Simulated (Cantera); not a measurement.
Input (Python, Cantera):

```python
import numpy as np
import cantera as ct

gas = ct.Solution("h2o2.yaml")
gas.TPX = 1450, 110, {'H2': 0.042, 'O2': 1}
reactor = ct.IdealGasConstPressureReactor(gas, energy="off", clone=False)
net = ct.ReactorNet([reactor])
net.rtol, net.atol = 1e-08, 1e-18
show = ['H2', 'O2', 'OH', 'H2O', 'H2O2', 'HO2']
times = np.geomspace(0.0001, 3, 11)

steps = ct.SolutionArray(gas, extra=["t"])
rows = []
print(f"{'t/s':>10s}{'T/K':>9s}{'P/Pa':>11s}" + "".join(f"{s:>11s}" for s in show))
for t in times:
    while net.time < t:
        t_next = net.step()
        steps.append(gas.state, t=t_next)
    rows.append([np.interp(t, steps.t, y) for y in (steps.T, steps.P, *steps(*show).X.T)])
    print(f"{t:10.3e}{rows[-1][0]:9.1f}{rows[-1][1]:11.4g}" + "".join(f"{x:11.3e}" for x in rows[-1][2:]))
rate = np.gradient(steps.T, steps.t)
print("integrator steps:", len(steps.t))
if steps.T.max() > steps.T[0] + 200:
    print(f"time of steepest temperature rise: {steps.t[rate.argmax()]:.4e} s")
gas.TPX = 1450, 110, {'H2': 0.042, 'O2': 1}
gas.equilibrate("TP")
print(f"equilibrium (TP): T = {gas.T:.1f} K  " + "  ".join(f"{s} {gas[s].X[0]:.3e}" for s in show))
```

It prints:

```
       t/s      T/K       P/Pa         H2         O2         OH        H2O       H2O2        HO2
 1.000e-04   1450.0        110  4.031e-02  9.597e-01  2.909e-09  1.457e-10  1.227e-12  1.455e-08
 2.804e-04   1450.0        110  4.031e-02  9.597e-01  1.769e-08  2.614e-09  9.550e-12  4.079e-08
 7.860e-04   1450.0        110  4.031e-02  9.597e-01  9.177e-08  3.987e-08  7.339e-11  1.143e-07
 2.204e-03   1450.0        110  4.031e-02  9.597e-01  6.440e-07  6.675e-07  5.421e-10  3.196e-07
 6.178e-03   1450.0        110  4.024e-02  9.596e-01  3.149e-05  4.705e-05  3.551e-09  8.732e-07
 1.732e-02   1450.0        110  2.598e-03  9.267e-01  7.665e-03  3.155e-02  4.771e-09  1.318e-07
 4.856e-02   1450.0        110  5.650e-04  9.237e-01  5.466e-03  3.518e-02  2.969e-09  1.121e-07
 1.361e-01   1450.0        110  5.625e-04  9.239e-01  5.454e-03  3.521e-02  2.966e-09  1.119e-07
 3.817e-01   1450.0        110  5.555e-04  9.243e-01  5.421e-03  3.528e-02  2.957e-09  1.114e-07
 1.070e+00   1450.0        110  5.365e-04  9.256e-01  5.331e-03  3.547e-02  2.933e-09  1.101e-07
 3.000e+00   1450.0        110  4.873e-04  9.289e-01  5.090e-03  3.597e-02  2.862e-09  1.063e-07
integrator steps: 614
equilibrium (TP): T = 1450.0 K  H2 1.204e-06  O2 9.587e-01  OH 2.571e-04  H2O 4.100e-02  H2O2 2.051e-10  HO2 4.887e-08
```

Cantera simulation using the H2/O2 subset of GRI-Mech 3.0, which has no nitrogen chemistry; the numbers are that mechanism's predictions, not measurements. Radical loss at walls, strong at low pressure, is not modelled. The temperature is held fixed by assumption; the heat of reaction is taken as removed at once.
